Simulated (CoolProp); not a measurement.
Propylene at 350.54 K and 0.531 MPa flows at 7.7 m/s in a round tube of 6 mm bore and 0.25 µm roughness, fully developed (64/Re and Nu = 3.66 if laminar; Colebrook and Gnielinski if turbulent). Each further row changes one setting.

The numbers come from the reference Helmholtz-energy equation of state, Lemmon 2013 in CoolProp.

```csv
case,Reynolds number,Darcy friction factor,pressure drop (Pa/m),heat-transfer coefficient (W/(m² K)),mass flow (kg/h)
as stated,?,0.0226,896,?,6.30
velocity 15.4 m/s,73100,0.0194,3080,586,12.6
diameter 12 mm,73100,0.0193,384,292,?
```

### Question
Fill in the missing entries.

### Answer

- as stated, Reynolds number: 36500
- as stated, heat-transfer coefficient (W/(m² K)): 339
- diameter 12 mm, mass flow (kg/h): 25.2

Viscosity comes from a separate model (Huber 2003), an estimate that may be off by 10 % or more. Thermal conductivity comes from a separate model (Huber 2003), an estimate that may be off by 10 % or more.
